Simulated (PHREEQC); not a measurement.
Brackish or sea water: speciation

A made-up water analysis in mg/kgw, 30 °C, pH 7.17, pe 9.6:

```tsv
constituent	mg/kgw
Na	1970
K	384
Ca	160
Mg	129
Cl	3950
S(6) as SO4	200
Alkalinity as HCO3	3.34
Pb	105
```

Valence states are taken as typed.

Equilibrium calculation in PHREEQC: ion-association model, phreeqc.dat.

```
Quantity                      Value
--------------------  -------------
ionic strength        0.124 mol/kgw
specific conductance    13200 µS/cm
density                 1.001 g/cm³
charge-balance error         -0.2 %
```

```json
[
 {"species": "Cl-", "molality": "0.111", "activity": "0.0832", "log γ": "-0.126"},
 {"species": "Na+", "molality": "0.0855", "activity": "0.0659", "log γ": "-0.113"},
 {"species": "K+", "molality": "0.00979", "activity": "0.00730", "log γ": "-0.127"},
 {"species": "Mg+2", "molality": "0.00506", "activity": "0.00193", "log γ": "-0.418"},
 {"species": "Ca+2", "molality": "0.00387", "activity": "0.00141", "log γ": "-0.439"},
 {"species": "SO4-2", "molality": "0.00144", "activity": "0.000495", "log γ": "-0.464"},
 {"species": "PbCl+", "molality": "0.000273", "activity": "0.000209", "log γ": "-0.115"},
 {"species": "MgSO4", "molality": "0.000247", "activity": "0.000254", "log γ": "0.012"},
 {"species": "NaSO4-", "molality": "0.000218", "activity": "0.000169", "log γ": "-0.112"},
 {"species": "Pb+2", "molality": "0.000161", "activity": "5.60e-5", "log γ": "-0.460"}
]
```

This is a speciation only: nothing precipitates in the calculation. Examples of supersaturated solids here: Pb(OH)2, Cerussite. Others may be too. Complexes and solids missing from the database can't appear.
